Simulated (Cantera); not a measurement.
Charge: 1 mol Ta2O5, 920 mol H2, 2.6 mol H2O, held at 0.133 bar.

Equilibrium computed with Cantera from the NASA thermochemical tables; the gas is ideal and each condensed phase is pure. Candidate condensed phases: H2O, Ta, Ta2O5; 12 gas species. Mutual solubility and eutectic melting of coexisting phases are not modelled. Condensed phases not in the tables: N, O or C dissolved in the metal. Rates play no part.

**Question.** What share of the Ta ends up in condensed phases as a function of T (°C), at 1150, 1250, 1350, 1450, 1550, 1650, 1750, 1850, 1950?

**Answer.** 
```tsv
T (°C)	Ta condensed (%)	as
1150	100.0	Ta2O5(s)
1250	100.0	Ta2O5(s)
1350	100.0	Ta2O5(s)
1450	100.0	Ta2O5(s)
1550	100.0	Ta2O5(s)
1650	99.9	Ta2O5(s)
1750	99.5	Ta2O5(s)
1850	97.0	Ta(s) + Ta2O5(l)
1950	88.5	Ta(s) + Ta2O5(l)
```
